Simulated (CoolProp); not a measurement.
Normal hydrogen along the isotherm -236.05 °C: density (kg/m³) from the reference equation and from simpler models built on Tc = -240.0 °C, pc = 1296 kPa, ω = -0.219; each cubic takes its own stable root.

Computed with CoolProp (reference Helmholtz-energy equation of state, Leachman 2009).

| p (kPa) | phase | reference |
|---|---|---|
| 41 | gas | 0.2700 |
| 77.7 | gas | 0.5153 |
| 147 | gas | 0.9881 |
| 279 | gas | 1.927 |
| 529 | gas | 3.864 |
| 1000 | gas | 8.328 |
| 1900 | supercritical | 25.69 |
| 3610 | supercritical | 51.32 |
| 6840 | supercritical | 61.19 |
| 13000 | supercritical | 69.65 |

### Question
How far does each simpler model (ideal gas, van der Waals, Redlich-Kwong, Soave-Redlich-Kwong, Peng-Robinson) lie from the reference over these 10 states: mean and median of the absolute difference, and the worst?

### Answer
- ideal gas: mean 19.7 %, median 16.0 %, worst -54.0 % at -236.05 °C and 3610 kPa
- van der Waals: mean 6.4 %, median 1.0 %, worst -20.2 % at -236.05 °C and 13000 kPa
- Redlich-Kwong: mean 2.4 %, median 0.3 %, worst -11.3 % at -236.05 °C and 1900 kPa
- Soave-Redlich-Kwong: mean 1.1 %, median 0.8 %, worst -3.2 % at -236.05 °C and 3610 kPa
- Peng-Robinson: mean 5.2 %, median 3.7 %, worst +14.4 % at -236.05 °C and 13000 kPa
